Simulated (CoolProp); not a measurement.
Vapour-liquid equilibrium of dimethyl ether (1) + R236FA (2) at 0.805 MPa; x and y are mole fractions of (1).

The numbers come from the multi-fluid Helmholtz-energy mixture model, Wu 2011 and Pan 2012; pair parameters Bell 2016 in CoolProp.

| x | bubble temperature, mixture model (°C) | bubble temperature, Raoult's law (°C) | y, mixture model | y, Raoult's law |
|---|---|---|---|---|
| 0.05 | 61.9 | 60.4 | 0.053 | 0.091 |
| 0.2 | 61.0 | 55.6 | 0.228 | 0.325 |
| 0.35 | 58.8 | 51.3 | … | 0.513 |
| 0.5 | … | 47.3 | … | 0.665 |
| 0.65 | 49.9 | 43.6 | 0.787 | 0.789 |
| 0.8 | 43.8 | 40.3 | 0.912 | 0.891 |
| 0.95 | 37.9 | 37.2 | … | 0.975 |

Question: What belongs in the gaps?

Answer: 
- 0.35, y, mixture model: 0.421
- 0.5, bubble temperature, mixture model (°C): 55.1
- 0.5, y, mixture model: 0.617
- 0.95, y, mixture model: 0.985

The largest gap from Raoult's law is +7.8 K in bubble temperature, at x = 0.5. No azeotrope shows between x = 0.05 and 0.95.

Pair parameters are fitted to limited data, so mixtures are less certain than the pure fluids.
